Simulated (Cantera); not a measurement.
Feed: 1 mol AlN, 440 mol H2, at 1575 K and 9.40 mbar.

Method: chemical equilibrium by Gibbs-energy minimisation in Cantera with the NASA 1993 tables (ideal gas, pure condensed phases). Candidate condensed phases: Al, AlN; 13 gas species. The numbers say what is thermodynamically allowed, not how fast it happens.

Base state: H2 0.999, H 0.000429, Al 0.000103, N2 5.60e-5 (mole fractions); condensed: AlN(s).

**Question.** What changes in the equilibrium state with this change: AlN replaced by Si3N4?

**Answer.** 
```tsv
species	before	after
H2	0.999	0.995
N2	5.60e-5	0.00452
H	0.000429	0.000428
Al	0.000103	0
AlN(s), mol	0.951	0
Si(s), mol	0	2.99
```
Further candidate phases: Si, Si3N4.

**Question.** What changes in the equilibrium state with this change: AlN replaced by BN?

**Answer.** 
```
species        before     after
-----------  --------  --------
H2              0.999     1.000
H            0.000429  0.000429
BH2                 0   1.47e-5
Al           0.000103         0
N2            5.60e-5   7.67e-6
AlN(s), mol     0.951         0
BN(s), mol          0     0.993
```
The tables' values for BH2 are old estimates; treat these amounts as uncertain. Further candidate phases: B, BN.
